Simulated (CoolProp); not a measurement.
Properties of R1234ze(Z) along the isotherm 283.5 K.

The numbers come from the reference Helmholtz-energy equation of state, Akasaka 2019 in CoolProp.

| p (bar) | phase | density (kg/m³) | cp (kJ/(kg K)) | expansivity (1/kK) |
|---|---|---|---|---|
| 24.3 | liquid | 1269 | 1.226 | 1.933 |
| 48.6 | liquid | 1276 | 1.219 | 1.865 |
| 72.9 | liquid | 1283 | 1.213 | 1.804 |
| 97.1 | liquid | 1289 | 1.207 | 1.749 |
| 121 | liquid | 1294 | 1.202 | 1.699 |
